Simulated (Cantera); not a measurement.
Feed: 1 mol Cu₂O, 1.6 mol CH₄, 3.2 mol N₂, at 1200 K and 81.0 Pa.

Equilibrium computed with Cantera from the NASA thermochemical tables; the gas is ideal and each condensed phase is pure. Candidate condensed phases: C, C₆H₆, C₇H₈, C₈H₁₈, Cu, CuO, Cu(OH)₂, Cu₂O, H₂O; 139 gas species. Rates play no part.

Question: What is the equilibrium state?

Answer: x(N₂): 0.432
x(H₂): 0.432
x(CO): 0.135
x(HCN): 3.22e-5
x(Cu): 1.52e-5
x(H): 4.56e-6
x(CH₄): 2.39e-6
x(H₂O): 1.23e-6
n(C(graphite)): 0.600 mol
n(Cu(s)): 2.00 mol
gas amount: 7.400 mol
log10 activity of Cu(OH)₂(s) (absent): -23.75
